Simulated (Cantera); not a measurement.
Feed: 1 mol Al(CH3)3, 38 mol NH3, 110 mol N2, at 1100 K and 0.110 bar.

Equilibrium computed with Cantera from the NASA thermochemical tables; the gas is ideal and each condensed phase is pure. Candidate condensed phases: Al, AlN, C, C6H6, C7H8, C8H18; 97 gas species. The feed counts by its element totals alone. Rates play no part.

Base state: N2 0.677, H2 0.323, CH4 0.000412, HCN 1.04e-5 (mole fractions); condensed: AlN(s) + C(graphite).

Task: What changes in the equilibrium state with this change: temperature from 1100 K to 2073 K?

Result: 
```json
[
 {"species": "N2", "before": "0.677", "after": "0.669"},
 {"species": "H2", "before": "0.323", "after": "0.314"},
 {"species": "HCN", "before": "1.04e-5", "after": "0.00892"},
 {"species": "Al", "before": "<1e-9", "after": "0.00261"},
 {"species": "AlH", "before": "<1e-9", "after": "0.000116"},
 {"species": "H", "before": "4.43e-8", "after": "0.00445"},
 {"species": "AlN(s), mol", "before": "1.00", "after": "0.478"},
 {"species": "C(graphite), mol", "before": "2.92", "after": "1.03"}
]
```

Task: What changes in the equilibrium state with this change: NH3 from 38 to 130 mol?

Result: 
| species | before | after |
|---|---|---|
| H2 | 0.323 | 0.532 |
| N2 | 0.677 | 0.467 |
| CH4 | 0.000412 | 0.00112 |
| HCN | 1.04e-5 | 1.11e-5 |
| AlN(s), mol | 1.00 | 1.00 |
| C(graphite), mol | 2.92 | 2.58 |
